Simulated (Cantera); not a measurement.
A closed system holds: 1 mol FeS2, 4.5 mol SO3, 7 mol CO2, at 1300 °C and 100000 Pa.

Method: chemical equilibrium by Gibbs-energy minimisation in Cantera with the NASA 1993 tables (ideal gas, pure condensed phases). Candidate condensed phases: C, Fe, Fe(CO)5, FeO, FeS, FeSO4, FeS2, Fe2O3, Fe2(SO4)3, Fe3O4, S; 25 gas species. The tables' stoichiometric FeO is somewhat more stable than real wüstite, so its field is too wide. FeO: taken at fixed stoichiometry. The numbers say what is thermodynamically allowed, not how fast it happens.

Base state: CO2 0.494, SO2 0.476, CO 0.0261, SO 0.00196, S2 0.00195, S2O 0.000315, COS 0.000101 (mole fractions); condensed: FeO(s).

Q: What changes in the equilibrium state with this change: 0.071 mol NH3 added?

A: 
```tsv
species	before	after
CO2	0.494	0.486
SO2	0.476	0.469
CO	0.0261	0.0287
H2O	0	0.00765
N2	0	0.00261
H2	0	0.000156
H2S	0	2.20e-5
SH	0	1.45e-5
FeO(s), mol	1.00	1.000
```
Further candidate phases: C6H6, C7H8, C8H18, Fe(OH)2, Fe(OH)3, H2O, H2SO4.
